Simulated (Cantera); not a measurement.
Charge: 1 mol PbO, 0.081 mol CO, 50 mol H2, 0.11 mol O2, at 55.0 Pa.

These are equilibrium values from Cantera (NASA tables, ideal gas, pure condensed phases), not measurements of a reactor. Candidate condensed phases: C, C6H6, C7H8, C8H18, H2O, Pb, PbO, PbO2, Pb3O4; 113 gas species. Equilibrium is a limit: real reactors are often held back by kinetics, nucleation or transport.

x: gas mole fraction; n: condensed amount in mol.

```json
[
 {"T (K)": "873", "x H2": "0.973", "x H2O": "0.0242", "x Pb": "0.00116", "x H": "1.97e-9", "x CO": "0.00151", "x CO2": "[?]", "n Pb(l)": "0.942"},
 {"T (K)": "948", "x H2": "0.966", "x H2O": "0.0241", "x Pb": "0.00871", "x H": "2.20e-8", "x CO": "0.00153", "x CO2": "[?]", "n Pb(l)": "0.560"},
 {"T (K)": "1023", "x H2": "0.955", "x H2O": "0.0238", "x Pb": "0.0196", "x H": "1.73e-7", "x CO": "0.00154", "x CO2": "[?]", "n Pb(l)": "0"},
 {"T (K)": "1098", "x H2": "0.955", "x H2O": "0.0238", "x Pb": "0.0196", "x H": "1.03e-6", "x CO": "0.00155", "x CO2": "[?]", "n Pb(l)": "0"},
 {"T (K)": "1173", "x H2": "0.955", "x H2O": "0.0239", "x Pb": "0.0196", "x H": "4.91e-6", "x CO": "0.00156", "x CO2": "[?]", "n Pb(l)": "0"},
 {"T (K)": "1248", "x H2": "0.955", "x H2O": "0.0239", "x Pb": "0.0196", "x H": "1.95e-5", "x CO": "0.00156", "x CO2": "[?]", "n Pb(l)": "0"},
 {"T (K)": "1323", "x H2": "0.955", "x H2O": "0.0239", "x Pb": "0.0196", "x H": "6.61e-5", "x CO": "0.00156", "x CO2": "[?]", "n Pb(l)": "0"},
 {"T (K)": "1398", "x H2": "0.955", "x H2O": "0.0239", "x Pb": "0.0196", "x H": "0.000197", "x CO": "0.00157", "x CO2": "[?]", "n Pb(l)": "0"},
 {"T (K)": "1473", "x H2": "0.954", "x H2O": "0.0239", "x Pb": "0.0196", "x H": "0.000527", "x CO": "0.00157", "x CO2": "[?]", "n Pb(l)": "0"},
 {"T (K)": "1548", "x H2": "0.954", "x H2O": "0.0239", "x Pb": "0.0196", "x H": "0.00128", "x CO": "0.00157", "x CO2": "[?]", "n Pb(l)": "0"},
 {"T (K)": "1623", "x H2": "0.952", "x H2O": "0.0238", "x Pb": "0.0195", "x H": "0.00288", "x CO": "0.00157", "x CO2": "[?]", "n Pb(l)": "0"}
]
```

Problem. Some entries are withheld; supply them.

Solution. 
- 873, x CO2: 0.000101
- 948, x CO2: 6.92e-5
- 1023, x CO2: 5.01e-5
- 1098, x CO2: 3.84e-5
- 1173, x CO2: 3.05e-5
- 1248, x CO2: 2.50e-5
- 1323, x CO2: 2.11e-5
- 1398, x CO2: 1.81e-5
- 1473, x CO2: 1.59e-5
- 1548, x CO2: 1.41e-5
- 1623, x CO2: 1.27e-5
